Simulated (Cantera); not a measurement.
Charge: 1 mol MgO, a varied amount of HBr, equilibrated at 4.10e-5 bar.

Cantera equilibrium calculation (NASA polynomials, part measured and part estimated; ideal gas, pure solids and liquids). Candidate condensed phases: Br₂, H₂O, Mg, MgBr₂, MgO, Mg(OH)₂; 20 gas species. Equilibrium is a limit: real reactors are often held back by kinetics, nucleation or transport.

Stable condensed phases, one row left out:

```
T in K \ n(HBr) in mol
         1.2 1.6 2.1 2.8 3.7 4.8 6.4 8.4  11  14  19  25  33
   1575    A   A   A   A   A   A   A   A   A   B   B   B   B
   1525    A   A   A   A   A   A   A   A   A   B   B   B   B
   1475    A   A   A   A   A   A   A   A   A   B   B   B   B
   1425    A   A   A   A   A   A   A   A   A   B   B   B   B
   1375    A   A   A   A   A   A   A   A   A   B   B   B   B
   1275    A   A   A   A   A   A   A   A   A   A   B   B   B
   1225    A   A   A   A   A   A   A   A   A   A   B   B   B
   1175    A   A   A   A   A   A   A   A   A   A   A   B   B
   1125    A   A   A   A   A   A   A   A   A   A   A   A   B
   1075    A   A   A   A   A   A   A   A   A   A   A   A   A
   1025    A   A   A   A   A   A   A   A   A   A   A   A   A
    975    A   A   A   A   A   A   A   A   A   A   A   A   A
    925    A   A   A   A   A   A   A   A   A   A   A   A   A
```

A: MgO; B: gas only.

### Question
Give the row for 1325 K.

### Answer
1.2: MgO; 1.6: MgO; 2.1: MgO; 2.8: MgO; 3.7: MgO; 4.8: MgO; 6.4: MgO; 8.4: MgO; 11: MgO; 14: gas only; 19: gas only; 25: gas only; 33: gas only.
